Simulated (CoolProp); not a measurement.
Model: reference Helmholtz-energy equation of state, Zhou 2011, in CoolProp.

**Question.** For dimethyl carbonate, give the phase and the Z, cp (kJ/(kg K)), speed of sound (m/s), isothermal compressibility (1/MPa) at 139.55 °C and 846 kPa; 214.05 °C and 846 kPa.

**Answer.** 
- 139.55 °C and 846 kPa: liquid; Z 0.0247, cp 2.10, speed of sound 764, isothermal compressibility 0.00259
- 214.05 °C and 846 kPa: gas; Z 0.901, cp 1.72, speed of sound 199, isothermal compressibility 1.33
